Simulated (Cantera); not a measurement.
# Thermodynamics of abatement and gas-phase synthesis, feed H2O + O2 + H2

Feed: 1 mol H2O, 1.1 mol O2, 0.28 mol H2, equilibrated at 10500 Torr.

Cantera equilibrium calculation (NASA polynomials, part measured and part estimated; ideal gas, pure solids and liquids). Candidate condensed phases: H2O; 9 gas species. Equilibrium is a limit: real reactors are often held back by kinetics, nucleation or transport.

```json
[
 {"T (K)": "1698", "x H2O": "0.571", "x O2": "0.428", "x OH": "0.000530", "x O": "7.65e-6", "x H2": "4.59e-6", "x H": "8.28e-8"},
 {"T (K)": "1848", "x H2O": "0.571", "x O2": "0.428", "x OH": "0.00135", "x O": "3.31e-5", "x H2": "1.94e-5", "x H": "6.24e-7"},
 {"T (K)": "1998", "x H2O": "0.569", "x O2": "0.427", "x OH": "0.00299", "x O": "0.000115", "x H2": "6.61e-5", "x H": "3.49e-6"},
 {"T (K)": "2148", "x H2O": "0.567", "x O2": "0.426", "x OH": "0.00590", "x O": "0.000336", "x H2": "0.000190", "x H": "1.53e-5"},
 {"T (K)": "2298", "x H2O": "0.564", "x O2": "0.424", "x OH": "0.0106", "x O": "0.000855", "x H2": "0.000474", "x H": "5.58e-5"},
 {"T (K)": "2448", "x H2O": "0.558", "x O2": "0.421", "x OH": "0.0178", "x O": "0.00193", "x H2": "0.00106", "x H": "0.000173"},
 {"T (K)": "2598", "x H2O": "0.549", "x O2": "0.416", "x OH": "0.0279", "x O": "0.00398", "x H2": "0.00214", "x H": "0.000470"},
 {"T (K)": "2748", "x H2O": "0.536", "x O2": "0.409", "x OH": "0.0414", "x O": "0.00754", "x H2": "0.00398", "x H": "0.00114"},
 {"T (K)": "2898", "x H2O": "0.519", "x O2": "0.400", "x OH": "0.0584", "x O": "0.0133", "x H2": "0.00689", "x H": "0.00253"},
 {"T (K)": "3048", "x H2O": "0.495", "x O2": "0.387", "x OH": "0.0787", "x O": "0.0221", "x H2": "0.0112", "x H": "0.00516"},
 {"T (K)": "3198", "x H2O": "0.465", "x O2": "0.371", "x OH": "0.102", "x O": "0.0349", "x H2": "0.0171", "x H": "0.00976"},
 {"T (K)": "3348", "x H2O": "0.427", "x O2": "0.352", "x OH": "0.126", "x O": "0.0523", "x H2": "0.0247", "x H": "0.0173"}
]
```
x: gas mole fraction; nothing condenses.

From 1698 K to 3348 K nothing is condensed.
